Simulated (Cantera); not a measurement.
A perfectly stirred reactor is fed with CO : H2 : CH4 : O2 : N2 = 1 : 0.62 : 0.076 : 1.34 : 5.02 (molar parts), at 14300 Torr; it is adiabatic with a 373 K inlet, and is followed from long to short residence time, starting on the burning branch (τ in s: 0.045, 0.02, 0.0086, 0.0038, 0.0017, 0.00072, 0.00032, 0.00014, 6e-05, 2.6e-05, 1.2e-05).

Model: GRI-Mech 3.0 (53 species, 325 reactions), integrated in Cantera. The pressure lies above the range GRI-Mech 3.0 was tuned for (to about 10 atm).

One state of this run: T (K) = 2160; x CO = 0.000844; x H2 = 0.000109; x CH4 = 3.30e-7; x N2O = 1.27e-6; x CH2 = 2.70e-9. x: mole fraction; the columns are a selection and need not sum to one.

### Question
Which value of τ (s) does it belong to?
(A) 0.020
(B) 0.00072
(C) 0.00014
(D) 0.00032

### Answer
A, 0.020
